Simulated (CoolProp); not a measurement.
Vapour-liquid equilibrium of n-pentane (1) + cyclohexane (2) at 41.95 °C; x and y are mole fractions of (1).

Computed with CoolProp (multi-fluid Helmholtz-energy mixture model, Thol 2019 and Zhou 2014; pair parameters Bell 2016).

```json
[
 {"x": "0.05", "bubble pressure (MPa)": "0.03246", "y at the bubble point": "0.218", "dew pressure at overall composition x (MPa)": "0.02778", "liquid density (mol/L)": "8.974"},
 {"x": "0.15", "bubble pressure (MPa)": "…", "y at the bubble point": "0.471", "dew pressure at overall composition x (MPa)": "0.03040", "liquid density (mol/L)": "8.916"},
 {"x": "0.25", "bubble pressure (MPa)": "0.05372", "y at the bubble point": "0.617", "dew pressure at overall composition x (MPa)": "0.03355", "liquid density (mol/L)": "8.856"},
 {"x": "0.35", "bubble pressure (MPa)": "…", "y at the bubble point": "0.714", "dew pressure at overall composition x (MPa)": "0.03741", "liquid density (mol/L)": "8.795"},
 {"x": "0.45", "bubble pressure (MPa)": "0.07287", "y at the bubble point": "0.785", "dew pressure at overall composition x (MPa)": "0.04225", "liquid density (mol/L)": "8.733"},
 {"x": "0.55", "bubble pressure (MPa)": "0.08205", "y at the bubble point": "0.840", "dew pressure at overall composition x (MPa)": "0.04845", "liquid density (mol/L)": "8.671"},
 {"x": "0.65", "bubble pressure (MPa)": "0.09112", "y at the bubble point": "…", "dew pressure at overall composition x (MPa)": "0.05666", "liquid density (mol/L)": "8.606"},
 {"x": "0.75", "bubble pressure (MPa)": "0.1002", "y at the bubble point": "0.923", "dew pressure at overall composition x (MPa)": "0.06791", "liquid density (mol/L)": "8.541"},
 {"x": "0.85", "bubble pressure (MPa)": "0.1093", "y at the bubble point": "0.956", "dew pressure at overall composition x (MPa)": "0.08391", "liquid density (mol/L)": "8.474"},
 {"x": "0.95", "bubble pressure (MPa)": "0.1186", "y at the bubble point": "0.986", "dew pressure at overall composition x (MPa)": "…", "liquid density (mol/L)": "8.405"}
]
```

Task: Complete the blanks.

Result: 
- 0.15, bubble pressure (MPa): 0.04344
- 0.35, bubble pressure (MPa): 0.06347
- 0.65, y at the bubble point: 0.885
- 0.95, dew pressure at overall composition x (MPa): 0.1075

No azeotrope shows between x = 0.05 and 0.95.

The pair parameters rest on a limited set of measurements; away from them the model extrapolates.
